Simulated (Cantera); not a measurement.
A closed system holds: 1 mol Fe2O3, 0.8 mol CO, held at 1673.15 K and 2.50 mbar.

Cantera equilibrium calculation (NASA polynomials, part measured and part estimated; ideal gas, pure solids and liquids). Candidate condensed phases: C, Fe, Fe(CO)5, FeO, Fe2O3, Fe3O4; 15 gas species. Mutual solubility and eutectic melting of coexisting phases are not modelled. The tables' stoichiometric FeO is somewhat more stable than real wüstite, so its field is too wide. FeO: taken at fixed stoichiometry. Kinetics and transport are ignored.

Base state: CO2 0.957, CO 0.0427, O2 0.000502, O 1.50e-5, Fe 1.03e-5 (mole fractions); condensed: FeO(l) + Fe3O4(s).

### Question
What changes in the equilibrium state with this change: Fe2O3 replaced by TiO2?

### Answer
```csv
species,before,after
CO,0.0427,0.985
CO2,0.957,0.0151
O,1.50e-5,1.02e-8
O2,0.000502,<1e-9
Fe,1.03e-5,0
"FeO(l), mol",1.30,0
"Fe3O4(s), mol",0.233,0
"TiO2(rutile), mol",0,0.952
"Ti4O7(s), mol",0,0.0121
```
Condensed phases not in the tables: Magnéli phases beyond Ti4O7. Further candidate phases: Ti, TiC, TiO, TiO2, Ti2O3, Ti3O5, Ti4O7.
